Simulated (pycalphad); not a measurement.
# Phase fractions of Si-50.9Sn (at.%)

Source of the numbers: pycalphad with the COST 507 light-alloy database (1999); pressure 1 atm. The data set is of 1999 and partly superseded. Amounts are mole fractions of atoms.

```json
[
 {"T (°C)": "1377", "liquid": "1.000", "diamond (Si)": "-", "bct (Sn)": "-"},
 {"T (°C)": "1277", "liquid": "0.686", "diamond (Si)": "0.314", "bct (Sn)": "-"},
 {"T (°C)": "1177", "liquid": "0.571", "diamond (Si)": "0.429", "bct (Sn)": "-"},
 {"T (°C)": "1077", "liquid": "0.537", "diamond (Si)": "0.463", "bct (Sn)": "-"},
 {"T (°C)": "977", "liquid": "0.523", "diamond (Si)": "0.477", "bct (Sn)": "-"},
 {"T (°C)": "877", "liquid": "0.515", "diamond (Si)": "0.485", "bct (Sn)": "-"},
 {"T (°C)": "777", "liquid": "0.512", "diamond (Si)": "0.488", "bct (Sn)": "-"},
 {"T (°C)": "677", "liquid": "0.510", "diamond (Si)": "0.490", "bct (Sn)": "-"},
 {"T (°C)": "577", "liquid": "0.509", "diamond (Si)": "0.491", "bct (Sn)": "-"},
 {"T (°C)": "477", "liquid": "0.509", "diamond (Si)": "0.491", "bct (Sn)": "-"},
 {"T (°C)": "377", "liquid": "0.509", "diamond (Si)": "0.491", "bct (Sn)": "-"},
 {"T (°C)": "277", "liquid": "0.509", "diamond (Si)": "0.491", "bct (Sn)": "-"}
]
```
